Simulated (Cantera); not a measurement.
## Stirred combustor or abatement burner

A perfectly stirred reactor is fed with 9.91 % CH₄, 0.496 % C₂H₆, 1.09 % C₃H₈, 15.9 % O₂, 59.8 % N₂, 12.9 % H₂O, at 4.70 bar; it is adiabatic with a 598 K inlet, and is followed from long to short residence time, starting on the burning branch (τ in s: 0.067, 0.03, 0.013, 0.006, 0.0027, 0.0012, 0.00054, 0.00024, 0.00011, 4.8e-05, 2.2e-05).

Computed with Cantera and GRI-Mech 3.0 (53 species, 325 reactions).

```
τ (s)    T (K)    x CH₄    x C₂H₆   x C₃H₈   x CO₂    x H₂   x C₂H₂
-------  -----  -------  --------  -------  ------  ------  -------
0.067     1859  0.00608   4.49e-6  2.81e-7  0.0451  0.0901  0.00347
0.030     1865  0.00767   9.11e-6  5.89e-7  0.0456  0.0826  0.00481
0.013     1867  0.00937   1.87e-5  1.30e-6  0.0456  0.0748  0.00607
0.0060    1861   0.0110   3.66e-5  2.83e-6  0.0446  0.0682  0.00695
0.0027    1842   0.0128   7.72e-5  6.82e-6  0.0419  0.0622  0.00739
0.0012    1792   0.0155  0.000193  2.05e-5  0.0360  0.0563  0.00702
0.00054    598   0.0991   0.00496   0.0109  <1e-12  <1e-12   <1e-12
0.00024    598   0.0991   0.00496   0.0109  <1e-12  <1e-12   <1e-12
0.00011    598   0.0991   0.00496   0.0109  <1e-12  <1e-12   <1e-12
4.8e-5     598   0.0991   0.00496   0.0109  <1e-12  <1e-12   <1e-12
2.2e-5     598   0.0991   0.00496   0.0109  <1e-12  <1e-12   <1e-12
```
x: mole fraction; the columns are a selection and need not sum to one.
